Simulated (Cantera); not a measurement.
A perfectly stirred reactor is fed with NO : N₂ = 1 : 0.27 (molar parts), at 9100 Pa; it is held at 2150 K, and followed from long to short residence time.

Model: GRI-Mech 3.0 (53 species, 325 reactions), integrated in Cantera.

Predict: x(NO) at τ = 7.00 s; x(O) at τ = 7.00 s; x(N₂) at τ = 7.00 s; x(N₂O) at τ = 7.00 s; x(NO₂) at τ = 7.00 s; x(NO) at τ = 98.0 ms; x(O) at τ = 98.0 ms; x(N₂) at τ = 98.0 ms; x(N₂O) at τ = 98.0 ms; x(NO₂) at τ = 98.0 ms.

x(NO) at τ = 7.00 s: 0.0824
x(O) at τ = 7.00 s: 0.00387
x(N₂) at τ = 7.00 s: 0.564
x(N₂O) at τ = 7.00 s: 2.04e-6
x(NO₂) at τ = 7.00 s: 4.37e-5
x(NO) at τ = 98.0 ms: 0.703
x(O) at τ = 98.0 ms: 0.00162
x(N₂) at τ = 98.0 ms: 0.254
x(N₂O) at τ = 98.0 ms: 0.000186
x(NO₂) at τ = 98.0 ms: 0.000132
